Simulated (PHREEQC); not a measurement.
## Buffer

Make-up at 25 °C: 130 mmol/kgw NaHSO4, 0.2 mmol/kgw NH3 and 0.073 mmol/kgw LiCl. Closed to the air; pH follows from the charge balance.

All values are PHREEQC results (ion-association model, wateq4f.dat), not measurements.

Precipitation was switched off in this run.

Problem. What pH, ionic strength does the model give?

Solution. pH 1.37; ionic strength 0.223 mol/kgw.

Problem. In which forms is S present?

Solution. HSO4- 58 %, SO4-2 36 %, NaSO4- 6.1 % of the S.

Complexes and solids missing from the database can't appear.
